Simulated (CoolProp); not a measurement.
R21 at 298.15 K and 0.0974 MPa is compressed adiabatically to 0.52 MPa with isentropic efficiency 0.85. Each further row changes one setting.

Values from CoolProp's reference Helmholtz-energy equation of state, Platzer 1990. This equation is an older, rougher fit.

| case | work (kJ/kg) | final temperature (K) | final density (kg/m³) |
|---|---|---|---|
| as stated | [?] | [?] | 17.8 |
| efficiency 1 | [?] | [?] | [?] |
| efficiency 0.65 | 66.6 | 407.1 | 16.6 |

Problem. Fill in the missing entries.

Solution. 
- as stated, work (kJ/kg): 50.9
- as stated, final temperature (K): 385.4
- efficiency 1, work (kJ/kg): 43.3
- efficiency 1, final temperature (K): 374.7
- efficiency 1, final density (kg/m³): 18.4
